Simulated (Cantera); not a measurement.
Charge: 1 mol Ta(OEt)5, 0.069 mol O2, equilibrated at 677 °C and 6.90 mbar.

Method: chemical equilibrium by Gibbs-energy minimisation in Cantera with the NASA 1993 tables (ideal gas, pure condensed phases). Candidate condensed phases: C, C6H6, C7H8, C8H18, H2O, Ta, TaC, Ta2O5; 113 gas species. The feed counts by its element totals alone. Kinetics and transport are ignored.

Base state: H2 0.825, CO 0.173, H2O 0.000920, CH4 0.000787, CO2 0.000346 (mole fractions); condensed: C(graphite) + Ta2O5(s).

Problem. What changes in the equilibrium state with this change: temperature from 677 °C to 2575 °C?

Solution. 
| species | before | after |
|---|---|---|
| H | 6.08e-9 | 0.548 |
| H2 | 0.825 | 0.222 |
| CO | 0.173 | 0.208 |
| C2H2 (acetylene) | <1e-9 | 0.00866 |
| C3 | <1e-9 | 0.00818 |
| C2H | <1e-9 | 0.00292 |
| C | <1e-9 | 0.00160 |
| C(graphite), mol | 7.37 | 2.57 |
| Ta2O5(s), mol | 0.500 | 0 |
| TaC(s), mol | 0 | 1.000 |
TaC: taken at fixed stoichiometry. Condensed phases not in the tables: Ta2C.
